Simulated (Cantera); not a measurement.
Predominance diagram of Mg at 702 °C against the partial pressures of O2 and Br2 (log10, bar). Source: NASA polynomial tables (part measured, part estimated), evaluated in Cantera. Candidates: Mg(l), MgBr2(s), MgO(s). Only these pure phases compete in this equilibrium. Not in the tables: oxide halides.

```
log p(Br2) \ log p(O2)
        columns: -35, -32.9, -30.9, -28.8, -26.8, -24.7, -22.6, -20.6, -18.5, -16.5, -14.4, -12.4, -10.3, -8.2, -6.2, -4.1, -2.1, 0
      0  A A A A A A A A A A A A A B B B B B
     -2  A A A A A A A A A A A B B B B B B B
     -4  A A A A A A A A A B B B B B B B B B
     -6  A A A A A A A B B B B B B B B B B B
     -8  A A A A A B B B B B B B B B B B B B
    -10  A A A B B B B B B B B B B B B B B B
    -12  A B B B B B B B B B B B B B B B B B
    -14  B B B B B B B B B B B B B B B B B B
    -16  B B B B B B B B B B B B B B B B B B
    -18  B B B B B B B B B B B B B B B B B B
    -20  B B B B B B B B B B B B B B B B B B
```

A: MgBr2(s); B: MgO(s).
